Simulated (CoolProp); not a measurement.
Values from CoolProp's reference Helmholtz-energy equation of state, Tillner-Roth 1997.

Q: Give the vapour pressure (bar), liquid density (kg/m³), vapour density (kg/m³), vapour viscosity (µPa s) of saturated CH2F2 (R32) at 275.1, 291.4 K.

A: 
```json
[
 {"T (K)": "275.1", "p (bar)": "8.65", "liquid density (kg/m³)": "1050", "vapour density (kg/m³)": "23.5", "vapour viscosity (µPa s)": "12.4"},
 {"T (K)": "291.4", "p (bar)": "14.0", "liquid density (kg/m³)": "988", "vapour density (kg/m³)": "38.8", "vapour viscosity (µPa s)": "13.3"}
]
```

Viscosity comes from a separate model (Bell 2016), an estimate that may be off by 10 % or more.
